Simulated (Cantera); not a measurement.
Thermodynamics of sublimation and decomposition of ceramics, feed Si₃N₄ + N₂

A closed system holds: 1 mol Si₃N₄, 0.87 mol N₂, held at 2.50 Pa.

Equilibrium computed with Cantera from the NASA thermochemical tables; the gas is ideal and each condensed phase is pure. Candidate condensed phases: Si, Si₃N₄; 7 gas species. The tables' values for SiN are old estimates; treat these amounts as uncertain. Rates play no part.

```
T (°C)   x N₂   x Si     x Si₂       x N    x Si₂N  n Si(l)
------  -----  -----  --------  --------  --------  -------
1550    0.821  0.177   0.00114   9.93e-9  0.000520     2.37
1700    0.490  0.507   0.00198   8.51e-8  0.000267        0
1850    0.489  0.510  0.000523   6.72e-7   3.11e-5        0
2000    0.489  0.511  0.000164   4.05e-6   4.78e-6        0
2150    0.489  0.511   5.91e-5   1.96e-5   9.24e-7        0
2300    0.489  0.511   2.40e-5   7.88e-5   2.16e-7        0
2450    0.489  0.511   1.07e-5  0.000272   5.94e-8        0
2600    0.488  0.511   5.21e-6  0.000828   1.86e-8        0
```
x: gas mole fraction; n: condensed amount in mol.

At 1550 °C the condensed part is Si(l). From 1700 °C to 2600 °C nothing is condensed. The main Si-bearing gas is Si throughout.
